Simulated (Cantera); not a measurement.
A freely propagating, adiabatic, planar premixed flame of 46.9 % H2, 11.2 % O2, 42.0 % N2, unburnt at 525 K and 11000 Pa; mixture-averaged transport, grid criteria slope 0.08 and curve 0.16, no radiation.

Detailed kinetics in Cantera: the H2/O2 subset of GRI-Mech 3.0, which has no nitrogen chemistry. Burning velocities carry a grid error of a few per cent, more on coarse grids.

x: mole fraction of selected species; z is measured from the peak of heat release.

| z (mm) | T (K) | u (m/s) | x H2 | x O2 | x H | x O | x H2O2 | x H2O |
|---|---|---|---|---|---|---|---|---|
| -22.7 | 525 | 5.26 | 0.469 | 0.112 | <1e-8 | <1e-8 | <1e-8 | <1e-8 |
| -15.1 | 525 | 5.26 | 0.469 | 0.112 | <1e-8 | <1e-8 | <1e-8 | <1e-8 |
| -11.3 | 525 | 5.26 | 0.469 | 0.112 | <1e-8 | <1e-8 | <1e-8 | <1e-8 |
| -7.56 | 525 | 5.26 | 0.469 | 0.112 | 2.13e-7 | <1e-8 | <1e-8 | 2.48e-8 |
| -3.78 | 539 | 5.38 | 0.467 | 0.111 | 0.000500 | 1.06e-5 | 7.71e-7 | 0.000840 |
| -1.89 | [?] | 6.79 | 0.441 | 0.107 | [?] | [?] | [?] | [?] |
| 0 | 1063 | 10.2 | 0.301 | 0.0605 | 0.0855 | 0.00387 | 1.64e-7 | 0.112 |
| 1.89 | 1296 | 12.4 | 0.202 | 0.00551 | 0.129 | 0.00239 | 9.51e-8 | 0.219 |
| 3.78 | 1381 | 13.1 | 0.200 | 0.00104 | 0.124 | 0.00155 | 8.37e-8 | 0.229 |
| 7.56 | 1478 | 13.9 | 0.208 | 0.000774 | 0.110 | 0.00150 | 8.34e-8 | 0.231 |
| 15.1 | 1593 | 14.9 | 0.219 | 0.000663 | 0.0938 | 0.00136 | 6.85e-8 | 0.233 |
| 30.2 | 1716 | 15.9 | 0.230 | 0.000503 | 0.0759 | 0.00110 | 4.46e-8 | 0.235 |
| 60.5 | 1836 | 16.9 | 0.241 | 0.000334 | 0.0583 | 0.000765 | 2.47e-8 | 0.238 |

Question: Fill in the missing entries.

Answer: 
- -1.89, T (K): 688
- -1.89, x H: 0.0124
- -1.89, x O: 0.000193
- -1.89, x H2O2: 5.93e-7
- -1.89, x H2O: 0.0136
